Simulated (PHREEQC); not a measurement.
Consider water at 35 °C with 0.026 mol H3PO4, 0.034 mol NaOH and 0.078 mol NaCl per kg of water. Closed to the air; pH follows from the charge balance.

Computed with PHREEQC (ion-association model, wateq4f.dat).

### Question
The ionic strength comes out as 0.119 mol/kgw. What activity coefficients do H2PO4-, HPO4-2, NaHPO4-, Na+, Cl- get?

### Answer
H2PO4- 0.77, HPO4-2 0.35, NaHPO4- 0.77, Na+ 0.77, Cl- 0.75.

Precipitation was switched off in this run. H3PO4, which wateq4f.dat lacks, is added to it with the constant of phreeqc.dat.
